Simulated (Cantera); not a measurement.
## Reactions in the system B-N-O

Source: NASA polynomial tables (part measured, part estimated), evaluated in Cantera. Values are per mole of reaction as written; species without (g) are pure solids or liquids, kept so even where they would boil at 1 bar.

7 O₂(g) + 4 BN ⇌ 4 NO₂(g) + 2 B₂O₃(g)

```tsv
T (K)	ΔH° (kJ)	ΔS° (J/K)	ΔG° (kJ)	log10 K
573	-533.1	29.6	-550.1	50.14
673	-534.1	27.9	-552.9	42.91
773	-535.4	26.2	-555.6	37.55
873	-536.8	24.5	-558.2	33.40
973	-538.4	22.7	-560.5	30.09
```

3 N₂(g) + B₂O₂(g) ⇌ 2 N₂O(g) + 2 BN

```csv
T (K),ΔH° (kJ),ΔS° (J/K),ΔG° (kJ),log10 K
573,114.8,-355.1,318.3,-29.02
673,115.7,-353.7,353.8,-27.46
773,117.1,-351.8,389.1,-26.29
873,118.9,-349.6,424.1,-25.38
973,121.0,-347.4,459.0,-24.64
```

4 B₂O₂(g) + N₂O(g) ⇌ 2 BN + 3 B₂O₃(g)

```json
[
 {"T (K)": "573", "ΔH° (kJ)": "-1271.3", "ΔS° (J/K)": "-320.1", "ΔG° (kJ)": "-1087.9", "log10 K": "99.17"},
 {"T (K)": "673", "ΔH° (kJ)": "-1271.5", "ΔS° (J/K)": "-320.4", "ΔG° (kJ)": "-1055.8", "log10 K": "81.95"},
 {"T (K)": "773", "ΔH° (kJ)": "-1271.2", "ΔS° (J/K)": "-320.1", "ΔG° (kJ)": "-1023.8", "log10 K": "69.18"},
 {"T (K)": "873", "ΔH° (kJ)": "-1270.7", "ΔS° (J/K)": "-319.5", "ΔG° (kJ)": "-991.8", "log10 K": "59.34"},
 {"T (K)": "973", "ΔH° (kJ)": "-1270.0", "ΔS° (J/K)": "-318.7", "ΔG° (kJ)": "-959.9", "log10 K": "51.53"}
]
```

5 O(g) + 2 BN ⇌ 2 NO(g) + B₂O₃(g)

```csv
T (K),ΔH° (kJ),ΔS° (J/K),ΔG° (kJ),log10 K
573,-1404.6,-146.3,-1320.8,120.40
673,-1407.5,-150.9,-1305.9,101.36
773,-1410.4,-155.0,-1290.6,87.21
873,-1413.3,-158.5,-1274.9,76.28
973,-1416.2,-161.6,-1258.9,67.58
```
